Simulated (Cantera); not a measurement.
Mixture: CH₄ : O₂ : N₂ = 1 : 1.54 : 5.78 (molar parts), equivalence ratio 1.3, at 0.400 bar, adiabatic and at constant volume. Ignition delay is the time to a rise of 400 K.

Model: GRI-Mech 3.0 (53 species, 325 reactions), integrated in Cantera.

Q: What does this change do: 0.23 parts H2O added?

A: 
| quantity | before | after |
|---|---|---|
| delay at 1023 K | 2.00 s | 2.11 s |
| delay at 1123 K | 0.353 s | 0.380 s |
| delay at 1223 K | 75.1 ms | 81.6 ms |
| delay at 1323 K | 18.8 ms | 20.5 ms |
| delay at 1423 K | 5.56 ms | 5.99 ms |
| apparent activation energy between 1323 and 1423 K | 190 kJ/mol | 190 kJ/mol |
